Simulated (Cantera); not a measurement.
A closed system holds: 1 mol B, 0.081 mol H₂O, 0.35 mol N₂, equilibrated at 1725 K and 420 Pa.

These are equilibrium values from Cantera (NASA tables, ideal gas, pure condensed phases), not measurements of a reactor. Candidate condensed phases: B, BN, B₂O₃, B₃O₃H₃, H₂O; 39 gas species. Mutual solubility and eutectic melting of coexisting phases are not modelled. The tables' values for BH₂ are old estimates; treat these amounts as uncertain. Rates play no part.

Base state: H₂ 0.588, B₂O₂ 0.202, HBO 0.164, B₂O₃ 0.0289, BO 0.0119, HBO₂ 0.00300, H 0.00220, N₂ 0.000239 (mole fractions); condensed: B(s) + BN(s).

Q: What changes in the equilibrium state with this change: temperature from 1725 K to 1398.15 K?

A: 
| species | before | after |
|---|---|---|
| H₂ | 0.588 | 0.979 |
| HBO | 0.164 | 0.0167 |
| B₂O₂ | 0.202 | 0.00284 |
| BO | 0.0119 | 3.76e-5 |
| B₂O₃ | 0.0289 | 0.000548 |
| N₂ | 0.000239 | 7.01e-8 |
| B₂O | 7.70e-5 | 5.73e-8 |
| H | 0.00220 | 7.24e-5 |
| B₃O₃H₃ | 2.02e-5 | 0.000438 |
| B(s), mol | 0.223 | 0.245 |
| BN(s), mol | 0.700 | 0.700 |
| B₂O₃(l), mol | 0 | 0.0263 |
N₂ is the only nitrogen source here; it is nearly inert below about 1500 K, so the nitride shown seldom forms there in practice.

Q: What changes in the equilibrium state with this change: temperature from 1725 K to 2073.15 K?

A: 
```csv
species,before,after
H₂,0.588,0.468
HBO,0.164,0.159
B₂O₂,0.202,0.132
BO,0.0119,0.128
N₂,0.000239,0.0803
H,0.00220,0.0278
B₂O₃,0.0289,0.00274
B₃O₃H₃,2.02e-5,1.56e-8
B,1.56e-7,0.000103
B₂O,7.70e-5,0.00225
BH₂,4.37e-5,0.000328
"B(s), mol",0.223,0.242
"BN(s), mol",0.700,0.677
```

Q: What changes in the equilibrium state with this change: N₂ from 0.35 to 59 mol?

A: 
```json
[
 {"species": "N₂", "before": "0.000239", "after": "0.998"},
 {"species": "H₂", "before": "0.588", "after": "0.00120"},
 {"species": "BO", "before": "0.0119", "after": "0.000408"},
 {"species": "B₂O₂", "before": "0.202", "after": "0.000236"},
 {"species": "HBO", "before": "0.164", "after": "0.000254"},
 {"species": "B₂O₃", "before": "0.0289", "after": "7.51e-5"},
 {"species": "BH₂", "before": "4.37e-5", "after": "1.38e-9"},
 {"species": "B₃O₃H₃", "before": "2.02e-5", "after": "<1e-9"},
 {"species": "B₂O", "before": "7.70e-5", "after": "4.08e-8"},
 {"species": "B(s), mol", "before": "0.223", "after": "0"},
 {"species": "BN(s), mol", "before": "0.700", "after": "0.924"}
]
```
